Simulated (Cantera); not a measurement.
Charge: 1 mol CH₃Cl, 0.5 mol H₂, equilibrated at 502 °C and 0.100 bar.

Cantera equilibrium calculation (NASA polynomials, part measured and part estimated; ideal gas, pure solids and liquids). Candidate condensed phases: C, C₆H₆, C₇H₈, C₈H₁₈; 91 gas species. The numbers say what is thermodynamically allowed, not how fast it happens.

Base state: H₂ 0.522, HCl 0.422, CH₄ 0.0557 (mole fractions); condensed: C(graphite).

**Question.** What changes in the equilibrium state with this change: temperature from 502 °C to 900 °C?

**Answer.** 
```json
[
 {"species": "H₂", "before": "0.522", "after": "0.599"},
 {"species": "HCl", "before": "0.422", "after": "0.400"},
 {"species": "CH₄", "before": "0.0557", "after": "0.000697"},
 {"species": "C(graphite), mol", "before": "0.868", "after": "0.998"}
]
```

**Question.** What changes in the equilibrium state with this change: pressure from 0.100 bar to 10.0 mbar?

**Answer.** 
```json
[
 {"species": "H₂", "before": "0.522", "after": "0.590"},
 {"species": "HCl", "before": "0.422", "after": "0.403"},
 {"species": "CH₄", "before": "0.0557", "after": "0.00712"},
 {"species": "C(graphite), mol", "before": "0.868", "after": "0.982"}
]
```
